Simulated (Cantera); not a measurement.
An isothermal, constant-pressure homogeneous reactor starts with NH3 : N2 = 1 : 7.5 (molar parts), at 1575 K and 0.316 atm.

Cantera simulation using the gas-phase N/H chemistry of the illustrative SiF4/NH3 mechanism in the Surface Chemkin manual (1991); the numbers are that mechanism's predictions, not measurements. Walls and surfaces, which speed up NH3 decomposition in real reactors, are not modelled.

x: mole fraction; the columns are a selection and need not sum to one.

| t (s) | x NH3 | x NH | x N2 | x H2 | x N2H4 | x H | x NH2 |
|---|---|---|---|---|---|---|---|
| 8.00e-5 | 0.118 | 1.53e-12 | 0.882 | 8.29e-8 | <1e-12 | 3.47e-9 | 1.69e-7 |
| 0.000197 | 0.118 | 1.22e-11 | 0.882 | 2.10e-7 | 2.00e-12 | 3.48e-9 | 4.22e-7 |
| 0.000487 | 0.118 | 1.08e-10 | 0.882 | 5.22e-7 | 1.31e-11 | 3.48e-9 | 1.05e-6 |
| 0.00120 | 0.118 | 9.55e-10 | 0.882 | 1.30e-6 | 8.21e-11 | 3.54e-9 | 2.58e-6 |
| 0.00296 | 0.118 | … | 0.882 | 3.35e-6 | 5.03e-10 | 3.92e-9 | 6.36e-6 |
| 0.00730 | 0.118 | … | 0.882 | 1.04e-5 | 2.99e-9 | 6.49e-9 | 1.55e-5 |
| 0.0180 | 0.118 | … | 0.882 | 5.36e-5 | 1.37e-8 | 2.15e-8 | 3.31e-5 |
| 0.0444 | 0.117 | … | 0.882 | 0.000278 | 2.30e-8 | 6.64e-8 | 4.29e-5 |
| 0.110 | 0.117 | … | 0.882 | 0.000903 | 2.25e-8 | 1.63e-7 | 4.24e-5 |
| 0.270 | 0.116 | … | 0.882 | 0.00243 | 2.08e-8 | 3.89e-7 | 4.08e-5 |
| 0.666 | 0.113 | … | 0.881 | 0.00611 | 1.82e-8 | 9.03e-7 | 3.82e-5 |
| 1.64 | 0.107 | 2.72e-7 | 0.879 | 0.0145 | 1.49e-8 | 2.03e-6 | 3.45e-5 |
| 4.05 | 0.0938 | 2.70e-7 | 0.874 | 0.0320 | 1.09e-8 | 4.34e-6 | 2.96e-5 |
| 10.0 | 0.0714 | … | 0.867 | 0.0621 | 6.51e-9 | 8.50e-6 | 2.28e-5 |

Question: Some entries are withheld; supply them.

Answer: 
- 0.00296, x NH: 6.78e-9
- 0.00730, x NH: 3.25e-8
- 0.0180, x NH: 9.94e-8
- 0.0444, x NH: 1.48e-7
- 0.110, x NH: 1.66e-7
- 0.270, x NH: 1.98e-7
- 0.666, x NH: 2.40e-7
- 10.0, x NH: 2.31e-7
